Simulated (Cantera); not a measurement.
Feed: 1 mol SiF4, 0.52 mol NO, 14 mol H2, 0.16 mol O3, equilibrated at 950 K and 58.0 Pa.

Method: chemical equilibrium by Gibbs-energy minimisation in Cantera with the NASA 1993 tables (ideal gas, pure condensed phases). Candidate condensed phases: H2O, Si, SiO2, Si2N2O, Si3N4; 58 gas species. Equilibrium is a limit: real reactors are often held back by kinetics, nucleation or transport.

### Question
What is the equilibrium state?

### Answer
x(H2): 0.827
x(HF): 0.117
x(SiF4): 0.0345
x(N2): 0.0165
x(H2O): 0.00531
n(SiO2(β-quartz)): 0.458 mol
gas amount: 15.72 mol
log10 activity of Si(s) (absent): -14.76
